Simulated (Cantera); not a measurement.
Input (Python, Cantera) and output of one run.

```python
import numpy as np
import cantera as ct

gas_names = [...]  # 91 gases of nasa_gas.yaml made of C, Cl, H
cond_names = """
    C(gr) C6H6(L) C7H8(L) C8H18(L),n-octa
""".split()


# ... load() reads the species with a 1 bar reference pressure and builds the phases ...
atoms = {
    'CCl4': {'C': 1, 'CL': 4},
    'CH4': {'C': 1, 'H': 4},
}
top_T = {'C(gr)': 4500}  # K; cautious upper limits of use, not melting points


# ... equilibrate(T, P, feed) seeds the gas with the atoms and calls Mixture.equilibrate('TP', solver="vcs", rtol=1e-11, max_steps=5000) ...
results = []
feed = {'CCl4': 1, 'CH4': 0.31}  # mol
P = 9000  # Pa
for T in [1650, 1800, 1950, 2100, 2250, 2400, 2550, 2700, 2850, 3000, 3150, 3300, 3450]:
    mix = equilibrate(T, P, feed)
    results.append((T, P, feed, dict(zip(mix.species_names, mix.species_moles))))

top = {s: max(r[3][s] / sum(r[3][g] for g in gas_names) for r in results) for s in gas_names}
cols = sorted((s for s in top if top[s] > 1e-05), key=lambda s: -top[s])[:6]
seen = [c for c in cond_names if any(r[3].get(c, 0) > 1e-12 for r in results)]
print("log10 of partial pressures in bar; condensed amounts in mol")
print(f"{'T/K':>10s}" + "".join(f"{s[:9]:>10s}" for s in cols + seen))
for T, P, feed, n in results:
    ng = sum(n[g] for g in gas_names)
    print(f"{T:10.4g}" + "".join(f"{np.log10(max(n[s] / ng * P / 1e5, 1e-99)):10.3f}" for s in cols)
          + "".join(f"{n.get(c, 0):10.4g}" for c in seen))
```

It prints:

```
log10 of partial pressures in bar; condensed amounts in mol
       T/K        CL       HCL       CL2         H        C3         C     C(gr)
      1650    -1.607    -1.435    -1.545    -8.017   -15.117   -14.491      1.31
      1800    -1.392    -1.481    -1.784    -7.097   -12.941   -12.597      1.31
      1950    -1.281    -1.520    -2.128    -6.245   -11.106   -10.996      1.31
      2100    -1.235    -1.540    -2.523    -5.451    -9.540    -9.626      1.31
      2250    -1.218    -1.549    -2.912    -4.730    -8.187    -8.439      1.31
      2400    -1.211    -1.554    -3.269    -4.087    -7.008    -7.401      1.31
      2550    -1.208    -1.563    -3.589    -3.520    -5.973    -6.486     1.309
      2700    -1.204    -1.584    -3.873    -3.029    -5.056    -5.674     1.307
      2850    -1.197    -1.633    -4.121    -2.622    -4.238    -4.948     1.295
      3000    -1.189    -1.725    -4.340    -2.306    -3.506    -4.295     1.244
      3150    -1.187    -1.875    -4.548    -2.081    -2.846    -3.705     1.022
      3300    -1.207    -2.106    -4.782    -1.948    -2.248    -3.169    0.0911
      3450    -1.208    -2.326    -4.961    -1.853    -2.251    -2.863         0
```

These are equilibrium values from Cantera (NASA tables, ideal gas, pure condensed phases), not measurements of a reactor. The tables' values for CCl are old estimates; treat these amounts as uncertain.
